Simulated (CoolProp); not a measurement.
Vapour-liquid equilibrium of propylene (1) + 1-butene (2) at 293.6 K; x and y are mole fractions of (1).

Values from CoolProp's multi-fluid Helmholtz-energy mixture model, Lemmon 2013 and Lemmon 2005; pair parameters Bell 2016.

```tsv
x	bubble pressure (kPa)	y at the bubble point	dew pressure at overall composition x (kPa)	liquid density (mol/L)
0.05	293.4	0.154	268.8	10.67
0.15	364.4	0.376	292.4	10.83
0.25	436.5	0.530	320.5	11.00
0.35	…	0.643	354.3	11.17
0.45	584.7	0.730	395.9	11.34
0.55	…	0.799	448.1	…
0.65	738.9	…	515.5	11.67
0.75	…	…	605.2	…
0.85	900.8	0.946	729.5	11.99
0.95	985.4	0.983	908.8	12.14
```

**Question.** Complete the blanks.

**Answer.** 
- 0.35, bubble pressure (kPa): 509.9
- 0.55, bubble pressure (kPa): 660.9
- 0.55, liquid density (mol/L): 11.51
- 0.65, y at the bubble point: 0.856
- 0.75, bubble pressure (kPa): 818.7
- 0.75, y at the bubble point: 0.905
- 0.75, liquid density (mol/L): 11.84

No azeotrope shows between x = 0.05 and 0.95.

The pair parameters rest on a limited set of measurements; away from them the model extrapolates.
